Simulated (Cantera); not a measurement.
An isothermal, constant-pressure homogeneous reactor starts with CH₄ : N₂ = 1 : 46 (molar parts), at 1775 K and 2.40 Torr.

Model: GRI-Mech 3.0 (53 species, 325 reactions), integrated in Cantera. GRI-Mech 3.0 stops at C3 and has no aromatics, soot or wall deposition, so with more carbon than oxygen in the feed, carbon stays in small species such as C2H2 where larger ones or solid carbon would form. Radical loss at walls, strong at low pressure, is not modelled.

x: mole fraction; the columns are a selection and need not sum to one.

| t (s) | x CH₄ | x C₂H₆ | x C₂H₄ | x HCN | x CH₂ | x H₂ | x C₂H |
|---|---|---|---|---|---|---|---|
| 2.00e-5 | 0.0213 | <1e-12 | <1e-12 | <1e-12 | <1e-12 | 1.14e-9 | <1e-12 |
| 9.25e-5 | 0.0213 | <1e-12 | <1e-12 | <1e-12 | <1e-12 | 2.30e-8 | <1e-12 |
| 0.000428 | 0.0213 | <1e-12 | 1.79e-12 | <1e-12 | 7.24e-12 | ___ | <1e-12 |
| 0.00198 | 0.0213 | 1.27e-11 | 4.85e-10 | <1e-12 | 3.17e-10 | 3.58e-6 | <1e-12 |
| 0.00917 | 0.0212 | 8.54e-10 | 7.04e-8 | 2.08e-12 | 5.62e-9 | 1.98e-5 | <1e-12 |
| 0.0424 | 0.0211 | 2.60e-8 | 7.07e-6 | 1.19e-10 | 8.63e-8 | 0.000109 | 2.42e-11 |
| 0.196 | 0.0191 | 4.48e-7 | 0.000419 | 2.72e-8 | 1.06e-6 | 0.00200 | 1.25e-8 |
| 0.908 | 0.00620 | 2.20e-7 | 0.000211 | 3.13e-6 | 1.60e-6 | 0.0214 | 2.34e-7 |
| 4.20 | 0.000582 | 6.01e-9 | 3.84e-6 | 2.04e-5 | 5.81e-7 | 0.0302 | 5.50e-7 |
| 19.5 | ___ | 2.71e-11 | ___ | ___ | ___ | 0.0310 | ___ |
| 90.0 | 7.26e-8 | <1e-12 | 2.93e-8 | 7.72e-5 | 8.49e-10 | 0.0309 | 1.87e-6 |

Question: Some entries are withheld; supply them.

Answer: 
- 0.000428, x H₂: 3.79e-7
- 19.5, x CH₄: 2.26e-5
- 19.5, x C₂H₄: 4.70e-8
- 19.5, x HCN: 6.01e-5
- 19.5, x CH₂: 8.18e-8
- 19.5, x C₂H: 1.05e-6
